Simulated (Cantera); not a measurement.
Input: 1 mol TiO2, 1.7 mol MgCl2, 0.11 mol O2, at 1 atm.

Method: chemical equilibrium by Gibbs-energy minimisation in Cantera with the NASA 1993 tables (ideal gas, pure condensed phases). Candidate condensed phases: Mg, MgCl2, MgO, MgTiO3, MgTi2O5, Mg2TiO4, Ti, TiCl2, TiCl3, TiCl4, TiO, TiO2, Ti2O3, Ti3O5, Ti4O7; 20 gas species. Mutual solubility and eutectic melting of coexisting phases are not modelled. Condensed phases not in the tables: alloys, solid solutions and most ternary compounds. Equilibrium is a limit: real reactors are often held back by kinetics, nucleation or transport.

**Question.** What share of the Ti ends up in condensed phases as a function of T (K), at 1800, 1825, 1850, 1875, 1900, 1925, 1950, 1975, 2000, 2025, 2050, 2075?

**Answer.** 
| T (K) | Ti condensed (%) | as |
|---|---|---|
| 1800 | 90.7 | MgTi2O5(s) + TiO2(rutile) |
| 1825 | 92.2 | MgTi2O5(s) + TiO2(rutile) |
| 1850 | 93.5 | MgTi2O5(s) + TiO2(rutile) |
| 1875 | 94.5 | MgTi2O5(s) + TiO2(rutile) |
| 1900 | 95.4 | MgTi2O5(s) + TiO2(rutile) |
| 1925 | 96.1 | MgTi2O5(s) + TiO2(rutile) |
| 1950 | 96.6 | MgTi2O5(s) + TiO2(rutile) |
| 1975 | 96.8 | MgTi2O5(l) + TiO2(rutile) |
| 2000 | 96.6 | MgTi2O5(l) + TiO2(rutile) |
| 2025 | 96.4 | MgTi2O5(l) + TiO2(rutile) |
| 2050 | 96.2 | MgTi2O5(l) + TiO2(rutile) |
| 2075 | 95.9 | MgTi2O5(l) + TiO2(rutile) |
